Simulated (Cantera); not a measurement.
An adiabatic, constant-volume homogeneous reactor starts with 9.91 % H2, 7.51 % O2, 82.6 % N2, at 1400 K and 0.520 bar.

Model: GRI-Mech 3.0 (53 species, 325 reactions), integrated in Cantera.

**Question.** Predict: time of steepest temperature rise; temperature at 8.00 s; equilibrium temperature; x(H2) at 8.00 s; x(O2) at 8.00 s; x(NO) at 8.00 s; x(H) at 8.00 s; x(OH) at 8.00 s.

**Answer.** 
```json
{
 "time_of_steepest_temperature_rise": "80.3 µs",
 "temperature at 8.00 s": "2232 K",
 "equilibrium_temperature": "2232 K",
 "x(H2) at 8.00 s": "0.00103 (gas-phase equilibrium 0.00103)",
 "x(O2) at 8.00 s": "0.0239 (gas-phase equilibrium 0.0239)",
 "x(NO) at 8.00 s": "0.00481 (gas-phase equilibrium 0.00481)",
 "x(H) at 8.00 s": "0.000246 (gas-phase equilibrium 0.000246)",
 "x(OH) at 8.00 s": "0.00352 (gas-phase equilibrium 0.00352)"
}
```
